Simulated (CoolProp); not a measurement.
A single-stage vapour-compression cycle with R1233zd(E): evaporating at 244.15 K (dew point), condensing at 297.15 K (bubble point), superheat 8 K, subcooling 5 K, compressor efficiency 0.8, no pressure losses. Each further row changes one setting.

Model: reference Helmholtz-energy equation of state, Akasaka 2022, in CoolProp.

```tsv
case	cooling COP	pressure ratio	discharge temperature (K)	refrigerating effect (kJ/kg)	volumetric capacity (kJ/m³)
as stated	3.16	11.1	324.6	167	119
evaporating temperature 249.15 K	3.63	8.38	321.5	170	157
condensing temperature 292.15 K	3.56	9.23	318.8	173	123
subcooling 10 K	3.27	11.1	324.6	173	123
superheat 18 K	3.17	11.1	335.2	174	119
compressor efficiency 0.7	2.76	11.1	333.5	167	119
```
